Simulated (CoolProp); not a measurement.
A single-stage vapour-compression cycle with 1,2-dichloroethane: evaporating at 299.15 K (dew point), condensing at 355.15 K (bubble point), superheat 2 K, subcooling 0 K, compressor efficiency 0.8, no pressure losses. Each further row changes one setting.

Values from CoolProp's reference Helmholtz-energy equation of state, Thol 2015.

```json
[
 {"case": "as stated", "cooling COP": "3.71", "pressure ratio": "8.77", "discharge temperature (K)": "390.0", "refrigerating effect (kJ/kg)": "281", "volumetric capacity (kJ/m³)": "123"},
 {"case": "evaporating temperature 304.15 K", "cooling COP": "4.21", "pressure ratio": "6.95", "discharge temperature (K)": "385.9", "refrigerating effect (kJ/kg)": "285", "volumetric capacity (kJ/m³)": "155"},
 {"case": "condensing temperature 350.15 K", "cooling COP": "4.14", "pressure ratio": "7.46", "discharge temperature (K)": "383.0", "refrigerating effect (kJ/kg)": "288", "volumetric capacity (kJ/m³)": "126"},
 {"case": "subcooling 5 K", "cooling COP": "3.80", "pressure ratio": "8.77", "discharge temperature (K)": "390.0", "refrigerating effect (kJ/kg)": "288", "volumetric capacity (kJ/m³)": "126"},
 {"case": "superheat 12 K", "cooling COP": "3.70", "pressure ratio": "8.77", "discharge temperature (K)": "401.7", "refrigerating effect (kJ/kg)": "290", "volumetric capacity (kJ/m³)": "123"},
 {"case": "compressor efficiency 0.7", "cooling COP": "3.25", "pressure ratio": "8.77", "discharge temperature (K)": "401.6", "refrigerating effect (kJ/kg)": "281", "volumetric capacity (kJ/m³)": "123"}
]
```
